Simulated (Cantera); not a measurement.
Feed: 1 mol BCl3, a varied amount of H2O, 0.56 mol N2, 1 mol O2, held at 1875 K and 1.00 bar.

Method: chemical equilibrium by Gibbs-energy minimisation in Cantera with the NASA 1993 tables (ideal gas, pure condensed phases). Candidate condensed phases: B, BN, B2O3, B3O3H3, H2O, NH4Cl; 49 gas species. Rates play no part.

**Question.** Which condensed phases are stable at each of these points (n(H2O) (mol)): 0.35, 1.4, 2.4, 3.4, 4.4, 5.5, 6.5?

**Answer.** 
| n(H2O) (mol) | condensed phases | B condensed (%) |
|---|---|---|
| 0.35 | B2O3(l) | 87.4 |
| 1.4 | B2O3(l) | 62.1 |
| 2.4 | B2O3(l) | 18.8 |
| 3.4 | gas only | 0.0 |
| 4.4 | gas only | 0.0 |
| 5.5 | gas only | 0.0 |
| 6.5 | gas only | 0.0 |

From 0.35 mol H2O to 2.4 mol H2O the condensed part is B2O3(l). From 3.4 mol H2O to 6.5 mol H2O nothing is condensed.
